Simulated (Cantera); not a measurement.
A perfectly stirred reactor is fed with H₂ : O₂ : N₂ = 1 : 0.357 : 1.34 (molar parts), at 0.987 atm; it is adiabatic with a 450 K inlet, and is followed from long to short residence time, starting on the burning branch (τ in s: 0.42, 0.16, 0.059, 0.022, 0.0083, 0.0031, 0.0012, 0.00043, 0.00016, 6e-05, 2.3e-05, 8.5e-06, 3.2e-06).

Detailed kinetics in Cantera: the H2/O2 subset of GRI-Mech 3.0, which has no nitrogen chemistry.

### Question
What does this change do: H2 1 to 1.5 parts?

### Answer
```
quantity                                                                      before                               after
------------------------------------------------  ----------------------------------  ----------------------------------
blow-out, bracketed by the residence times tried  burning at 23.0 µs, out at 8.50 µs  burning at 23.0 µs, out at 8.50 µs
x(H₂) at τ = 0.420 s                                                           0.120                               0.275
x(O₂) at τ = 0.420 s                                                         8.22e-5                             7.38e-6
x(H₂O₂) at τ = 0.420 s                                                       1.52e-8                             1.16e-9
x(H) at τ = 0.420 s                                                          0.00550                             0.00288
x(OH) at τ = 0.420 s                                                         0.00248                            0.000333
x(H₂) at τ = 1.20 ms                                                           0.116                               0.259
x(O₂) at τ = 1.20 ms                                                         0.00172                            0.000359
x(H₂O₂) at τ = 1.20 ms                                                       1.35e-7                             6.72e-8
x(H) at τ = 1.20 ms                                                           0.0259                              0.0302
x(OH) at τ = 1.20 ms                                                         0.00878                             0.00262
```
